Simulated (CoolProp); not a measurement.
Saturated liquid density (kg/m³) of dimethyl ether: the reference equation beside estimates from Tc = 400.4 K, pc = 5.337 MPa, ω = 0.196. Rackett uses Z = 0.29056 − 0.08775 ω.

Values from CoolProp's reference Helmholtz-energy equation of state, Wu 2011.

```tsv
T (K)	reference	Rackett	van der Waals
220	773.0	758.8	470.4
230.1	759.8	746.1	462.9
240.3	746.2	733.0	455.2
250.4	732.4	719.6	447.2
260.6	718.1	705.7	438.8
270.7	703.6	691.5	430.1
280.9	688.4	676.6	421.0
291.1	672.7	661.2	411.3
301.2	656.5	645.2	401.3
311.4	639.3	628.3	390.6
321.5	621.3	610.6	379.3
331.7	602.0	591.6	367.0
```

Absolute difference from the reference over all 12 rows, mean and median: Rackett 1.7 and 1.7 %, van der Waals 38.9 and 38.9 %.
